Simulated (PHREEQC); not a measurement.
Synthetic water in mmol/kgw, 25 °C, pH 3.32, pe 12.6:

| constituent | mmol/kgw |
|---|---|
| Na | 7.33 |
| K | 0.125 |
| Ca | 0.542 |
| Mg | 1.11 |
| Cl | 1.09 |
| S(6) | 5.31 |
| Ni | 0.0187 |
| P | 0.05 |
| Fe(3) | 0.0161 |
| B | 0.0804 |
| Br | 0.144 |

Valence states are taken as typed.

Model: ion-association model, wateq4f.dat, run in PHREEQC.

No solid was allowed to form.

Problem. What ionic strength, charge-balance error does the model give?

Solution. ionic strength 0.0163 mol/kgw; charge-balance error -1.8 %.

Problem. In which forms is Na present?

Solution. Na+ 99 %, NaSO4- 1.4 % of the Na.

The solution is supersaturated, for example in Strengite, Hematite (slow to form), so a real one may precipitate; this is no full list. Complexes and solids missing from the database can't appear. H3PO4, which wateq4f.dat lacks, is added to it with the constant of phreeqc.dat. The database has no phosphate complexes of Ni.
